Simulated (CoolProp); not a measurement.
Properties of cyclopropane along the isobar 0.101 MPa (Tc = 398.7 K, pc = 5.605 MPa, ω = 0.131).

Computed with CoolProp (reference Helmholtz-energy equation of state, Polt 1992). This equation is an older, rougher fit.

| T (K) | phase | cv (kJ/(kg K)) | speed of sound (m/s) | isothermal compressibility (1/MPa) |
|---|---|---|---|---|
| 318.8 | gas | 1.241 | 267.9 | 10.03 |
| 329.1 | gas | 1.290 | 271.6 | 10.02 |
| 339.3 | gas | 1.339 | 275.3 | 10.01 |
| 349.6 | gas | 1.389 | 279.0 | 9.997 |
| 359.9 | gas | 1.439 | 282.6 | 9.988 |
| 370.2 | gas | 1.489 | 286.2 | 9.980 |
| 380.5 | gas | 1.538 | 289.7 | 9.973 |
| 390.8 | gas | 1.587 | 293.2 | 9.967 |
| 401 | gas | 1.634 | 296.6 | 9.962 |
| 411.3 | gas | 1.682 | 300.0 | 9.958 |
| 421.6 | gas | 1.729 | 303.4 | 9.953 |
| 431.9 | gas | 1.775 | 306.7 | 9.950 |
| 442.2 | gas | 1.820 | 310.1 | 9.947 |
| 452.4 | gas | 1.864 | 313.3 | 9.944 |
| 462.7 | gas | 1.908 | 316.6 | 9.941 |
| 473 | gas | 1.950 | 319.8 | 9.939 |
